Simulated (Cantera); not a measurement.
Metals in furnace atmospheres: Cu + CO₂ + N₂

Input: 1 mol Cu, 25 mol CO₂, 5.6 mol N₂, equilibrated at 0.100 bar.

Equilibrium computed with Cantera from the NASA thermochemical tables; the gas is ideal and each condensed phase is pure. Candidate condensed phases: C, Cu, CuO, Cu₂O; 27 gas species. Mutual solubility and eutectic melting of coexisting phases are not modelled. Equilibrium is a limit: real reactors are often held back by kinetics, nucleation or transport.

From 475 °C to 625 °C the condensed part is Cu(s). From 675 °C to 1025 °C the condensed part is Cu(s) + Cu₂O(s).

| T (°C) | x CO₂ | x N₂ | x CO | x O₂ | x Cu | n Cu(s) | n Cu₂O(s) |
|---|---|---|---|---|---|---|---|
| 475 | 0.817 | 0.183 | 4.69e-8 | <1e-12 | <1e-12 | 1.000 | 0 |
| 525 | 0.817 | 0.183 | 1.48e-7 | <1e-12 | <1e-12 | 1.000 | 0 |
| 575 | 0.817 | 0.183 | 4.10e-7 | <1e-12 | <1e-12 | 1.000 | 0 |
| 625 | 0.817 | 0.183 | 1.01e-6 | 1.06e-11 | 1.63e-12 | 1.000 | 0 |
| 675 | 0.817 | 0.183 | 2.28e-6 | 1.14e-10 | 1.73e-11 | 1.000 | 6.97e-5 |
| 725 | 0.817 | 0.183 | 4.72e-6 | 9.67e-10 | 1.44e-10 | 1.000 | 0.000144 |
| 775 | 0.817 | 0.183 | 9.15e-6 | 6.64e-9 | 9.78e-10 | 0.999 | 0.000279 |
| 825 | 0.817 | 0.183 | 1.67e-5 | 3.81e-8 | 5.57e-9 | 0.999 | 0.000508 |
| 875 | 0.817 | 0.183 | 2.89e-5 | 1.87e-7 | 2.72e-8 | 0.998 | 0.000873 |
| 925 | 0.817 | 0.183 | 4.79e-5 | 8.04e-7 | 1.16e-7 | 0.997 | 0.00141 |
| 975 | 0.817 | 0.183 | 7.63e-5 | 3.06e-6 | 4.41e-7 | 0.996 | 0.00213 |
| 1025 | 0.817 | 0.183 | 0.000117 | 1.05e-5 | 1.50e-6 | 0.994 | 0.00290 |
x: gas mole fraction; n: condensed amount in mol.
